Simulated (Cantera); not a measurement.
Feed: 1 mol Al, 24 mol NH3, 12 mol N2, 0.97 mol N2O, at 2.70 mbar.

Equilibrium computed with Cantera from the NASA thermochemical tables; the gas is ideal and each condensed phase is pure. Candidate condensed phases: Al, AlN, Al2O3, H2O; 35 gas species. The tables' values for AlOH are old estimates; treat these amounts as uncertain. Rates play no part. All values below are at 1898 K.

Base state: H2 0.578, N2 0.405, H 0.0114, Al 0.00389, Al2O 0.00135, AlH 5.44e-5, H2O 2.67e-5, AlOH 2.52e-5 (mole fractions); condensed: Al2O3(s).

Problem. What changes in the equilibrium state with this change: pressure from 2.70 mbar to 27.0 mbar?

Solution. 
| species | before | after |
|---|---|---|
| H2 | 0.578 | 0.588 |
| N2 | 0.405 | 0.407 |
| H | 0.0114 | 0.00365 |
| Al | 0.00389 | 0.000942 |
| Al2O | 0.00135 | 0.000438 |
| AlOH | 2.52e-5 | 1.08e-5 |
| H2O | 2.67e-5 | 1.51e-5 |
| AlH | 5.44e-5 | 4.20e-5 |
| Al2O3(s), mol | 0.295 | 0.314 |
| AlN(s), mol | 0 | 0.258 |
Mutual solubility and eutectic melting of coexisting phases are not modelled. Condensed phases not in the tables: aluminium oxynitride.

Problem. What changes in the equilibrium state with this change: Al replaced by AlCl3?

Solution. 
| species | before | after |
|---|---|---|
| H2 | 0.578 | 0.544 |
| N2 | 0.405 | 0.396 |
| HCl | 0 | 0.0408 |
| H | 0.0114 | 0.0111 |
| AlCl | 0 | 0.00595 |
| Cl | 0 | 0.000627 |
| AlCl2 | 0 | 0.000111 |
| AlOCl | 0 | 1.38e-5 |
| Al2O | 0.00135 | 1.58e-6 |
| Al2O3(s), mol | 0.295 | 0.307 |
The tables' values for AlCl2 are old estimates; treat these amounts as uncertain. Further candidate phases: AlCl3, NH4Cl.
